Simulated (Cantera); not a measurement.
A perfectly stirred reactor is fed with 9.91 % H₂, 90.1 % O₂, equivalence ratio 0.055, at 10.00 Torr; it is held at 1250 K, and followed from long to short residence time.

Model: GRI-Mech 3.0 (53 species, 325 reactions), integrated in Cantera. Radical loss at walls, strong at low pressure, is not modelled. The temperature is held fixed by assumption; the heat of reaction is taken as removed at once.

x: mole fraction; the columns are a selection and need not sum to one.

| τ (s) | x H₂ | x O₂ | x HO₂ | x H | x H₂O |
|---|---|---|---|---|---|
| 7.0 | 9.51e-5 | 0.894 | 1.11e-6 | 6.17e-5 | 0.104 |
| 3.5 | 0.000148 | 0.893 | 1.49e-6 | 0.000123 | 0.103 |
| 1.8 | 0.000225 | 0.892 | 1.92e-6 | 0.000237 | 0.103 |
| 0.91 | 0.000345 | 0.891 | 2.41e-6 | 0.000460 | 0.102 |
| 0.46 | 0.000524 | 0.888 | 2.95e-6 | 0.000884 | 0.102 |
| 0.23 | 0.000793 | 0.885 | 3.50e-6 | 0.00168 | 0.100 |
| 0.12 | 0.00115 | 0.880 | 3.98e-6 | 0.00299 | 0.0985 |
| 0.060 | 0.00169 | 0.872 | 4.42e-6 | 0.00527 | 0.0959 |
| 0.031 | 0.00238 | 0.864 | 4.72e-6 | 0.00842 | 0.0926 |
| 0.016 | … | 0.855 | 4.91e-6 | … | 0.0886 |
| 0.0079 | … | 0.847 | 5.02e-6 | … | 0.0840 |

Task: Complete the blanks.

Result: 
- 0.016, x H₂: 0.00328
- 0.016, x H: 0.0123
- 0.0079, x H₂: 0.00462
- 0.0079, x H: 0.0166
